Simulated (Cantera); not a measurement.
A closed system holds: 1 mol Si, 1.8 mol Cl2, 62 mol H2, held at 675 K and 10.0 mbar.

Cantera equilibrium calculation (NASA polynomials, part measured and part estimated; ideal gas, pure solids and liquids). Candidate condensed phases: Si; 19 gas species. Kinetics and transport are ignored.

Base state: H2 0.984, SiCl4 0.0111, SiHCl3 0.00405, HCl 0.000355, SiH2Cl2 9.12e-5 (mole fractions); condensed: Si(s).

### Question
What changes in the equilibrium state with this change: temperature from 675 K to 1025 K?

### Answer
```
species       before     after
----------  --------  --------
H2             0.984     0.967
HCl         0.000355    0.0229
SiCl4         0.0111   0.00596
SiCl2        8.22e-8  0.000964
SiCl3        1.42e-6  0.000525
SiHCl3       0.00405   0.00217
SiH2Cl2      9.12e-5   8.75e-5
Si(s), mol    0.0390     0.386
```
The tables' values for SiCl3 are old estimates; treat these amounts as uncertain.

### Question
What changes in the equilibrium state with this change: temperature from 675 K to 1473 K?

### Answer
| species | before | after |
|---|---|---|
| H2 | 0.984 | 0.950 |
| HCl | 0.000355 | 0.0436 |
| SiCl2 | 8.22e-8 | 0.00628 |
| SiCl4 | 0.0111 | 3.80e-6 |
| H | <1e-9 | 0.000123 |
| SiHCl3 | 0.00405 | 7.77e-6 |
| SiCl3 | 1.42e-6 | 8.35e-5 |
| SiH2Cl2 | 9.12e-5 | 2.50e-6 |
| Si(s), mol | 0.0390 | 0.593 |
The tables' values for SiCl3 are old estimates; treat these amounts as uncertain.

### Question
What changes in the equilibrium state with this change: pressure from 10.0 mbar to 0.860 bar?

### Answer
| species | before | after |
|---|---|---|
| H2 | 0.984 | 0.984 |
| SiCl4 | 0.0111 | 0.00959 |
| SiHCl3 | 0.00405 | 0.00609 |
| SiH2Cl2 | 9.12e-5 | 0.000239 |
| HCl | 0.000355 | 0.000203 |
| Si(s), mol | 0.0390 | 0 |
